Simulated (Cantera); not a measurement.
**Premixed flame**

A freely propagating, adiabatic, planar premixed flame of H2 : O2 : N2 = 1 : 0.685 : 2.58 (molar parts), equivalence ratio 0.73, unburnt at 350 K and 61000 Pa; unity-Lewis-number transport, grid criteria slope 0.08 and curve 0.16, no radiation.

Computed with Cantera and the H2/O2 subset of GRI-Mech 3.0, which has no nitrogen chemistry. Unity Lewis numbers drop preferential diffusion, which matters most where H2 and H carry the flame. Burning velocities carry a grid error of a few per cent, more on coarse grids.

| z (mm) | T (K) | u (m/s) | x H2 | x O2 | x H2O | x H | x O | x H2O2 |
|---|---|---|---|---|---|---|---|---|
| -1.59 | 350 | 1.54 | 0.234 | 0.161 | 1.79e-7 | <1e-8 | <1e-8 | <1e-8 |
| -1.06 | 350 | 1.54 | 0.234 | 0.161 | 3.97e-6 | <1e-8 | <1e-8 | <1e-8 |
| -0.793 | 350 | 1.54 | 0.234 | 0.161 | 2.96e-5 | <1e-8 | <1e-8 | 7.07e-8 |
| -0.528 | 353 | 1.55 | 0.234 | 0.160 | 0.000389 | <1e-8 | 1.40e-7 | 9.10e-7 |
| -0.264 | 445 | 1.94 | 0.224 | 0.156 | 0.0116 | 8.93e-6 | 1.33e-5 | 1.65e-5 |
| -0.132 | 757 | 3.24 | 0.184 | 0.137 | 0.0542 | 0.00283 | 0.000401 | 1.72e-5 |
| 0 | 1170 | 4.88 | 0.0980 | 0.0976 | 0.135 | 0.0243 | 0.00462 | 5.07e-6 |
| 0.132 | 1429 | 5.86 | 0.0372 | 0.0667 | 0.192 | 0.0360 | 0.0110 | 3.41e-6 |
| 0.264 | 1566 | 6.35 | 0.0238 | 0.0577 | 0.210 | 0.0300 | 0.0121 | 2.05e-6 |
| 0.528 | 1711 | 6.86 | 0.0190 | 0.0538 | 0.222 | 0.0192 | 0.0100 | 1.03e-6 |
| 1.06 | 1845 | 7.32 | 0.0143 | 0.0512 | 0.234 | 0.0103 | 0.00699 | 5.34e-7 |
| 2.11 | 1956 | 7.69 | 0.00912 | 0.0493 | 0.245 | 0.00453 | 0.00417 | 3.10e-7 |
| 4.23 | 2031 | 7.94 | 0.00494 | 0.0484 | 0.254 | 0.00163 | 0.00216 | 1.99e-7 |
x: mole fraction of selected species; z is measured from the peak of heat release.

The laminar burning velocity is 154 cm/s and the thermal thickness is 0.528 mm. The peak x(H) is 0.0362 and the peak x(O) is 0.0122. The peak x(H2O2) is 2.14e-5 and the grid points is 107.
